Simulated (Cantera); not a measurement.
Mixture: CH3OH : O2 : N2 = 1 : 1.25 : 4.7 (molar parts), equivalence ratio 1.2, at 525 Torr, adiabatic and at constant volume. Ignition delay is the time to a rise of 400 K.

Model: GRI-Mech 3.0 (53 species, 325 reactions), integrated in Cantera. GRI-Mech 3.0 was tuned for natural gas; its chemistry of methanol as a main component is partial and can be far from experiment.

### Question
Predict: delay at 1050 K; delay at 1150 K; delay at 1250 K; delay at 1350 K; delay at 1450 K; apparent activation energy between 1400 and 1500 K.

### Answer
| Item | Value |
|---|---|
| delay at 1050 K | 0.213 s |
| delay at 1150 K | 29.2 ms |
| delay at 1250 K | 5.57 ms |
| delay at 1350 K | 1.39 ms |
| delay at 1450 K | 0.438 ms |
| apparent activation energy between 1400 and 1500 K | 180 kJ/mol |
